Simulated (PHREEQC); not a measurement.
30 mol of Mirabilite (Na2SO4:10H2O) is brought to equilibrium with 1 kg of water, at 30 °C and several pressures. No CO2 enters from the air. The run lets Mirabilite, Thenardite precipitate or redissolve, and no other solid.

Equilibrium calculation in PHREEQC: Pitzer model, pitzer.dat.

```
P (atm)  dissolved Na (mol/kgw)  dissolved S (mol/kgw)
-------  ----------------------  ---------------------
1                          5.54                   2.77
50                         5.51                   2.75
100                        5.47                   2.74
200                        5.39                   2.70
300                        5.31                   2.66
400                        5.23                   2.61
500                        5.15                   2.57
600                        5.07                   2.53
800                        4.91                   2.46
1000                       4.79                   2.39
```

Species that the database lacks are ignored.
